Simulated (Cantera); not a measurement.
**Equilibrium for calcination and drying: K2CO3 + H2O**

Feed: 1 mol K2CO3, 0.034 mol H2O, at 1 atm.

Equilibrium computed with Cantera from the NASA thermochemical tables; the gas is ideal and each condensed phase is pure. Candidate condensed phases: C, C6H6, C7H8, C8H18, H2O, K, KOH, KO2, K2CO3, K2O, K2O2; 116 gas species. Kinetics and transport are ignored.

| T (K) | log p H2O | log p KOH | log p CO2 | log p K | log p O2 | log p K2(OH)2 | log p CO | n K2CO3(l) |
|---|---|---|---|---|---|---|---|---|
| 1448 | -0.08 | -0.92 | -1.21 | -3.68 | -4.03 | -2.91 | -4.86 | 0.998 |
| 1498 | -0.13 | -0.76 | -1.05 | -3.33 | -3.76 | -2.82 | -4.50 | 0.996 |
| 1548 | -0.19 | -0.62 | -0.91 | -3.01 | -3.49 | -2.75 | -4.17 | 0.995 |
| 1598 | -0.28 | -0.49 | -0.79 | -2.70 | -3.22 | -2.71 | -3.89 | 0.992 |
| 1648 | -0.40 | -0.39 | -0.69 | -2.41 | -2.95 | -2.70 | -3.64 | 0.988 |
| 1698 | -0.57 | -0.32 | -0.61 | -2.14 | -2.70 | -2.72 | -3.43 | 0.984 |
| 1748 | -0.77 | -0.26 | -0.55 | -1.87 | -2.45 | -2.78 | -3.26 | 0.978 |
| 1798 | -1.03 | -0.23 | -0.52 | -1.62 | -2.20 | -2.89 | -3.11 | 0.973 |
| 1848 | -1.32 | -0.23 | -0.50 | -1.37 | -1.96 | -3.02 | -2.99 | 0.969 |
log p: log10 of the partial pressure in bar; n: condensed amount in mol.

From 1448 K to 1848 K the condensed part is K2CO3(l). The main K-bearing gas is KOH throughout. The share of K in condensed phases is highest at 1448 K (99.8 %) and lowest at 1848 K (96.9 %).
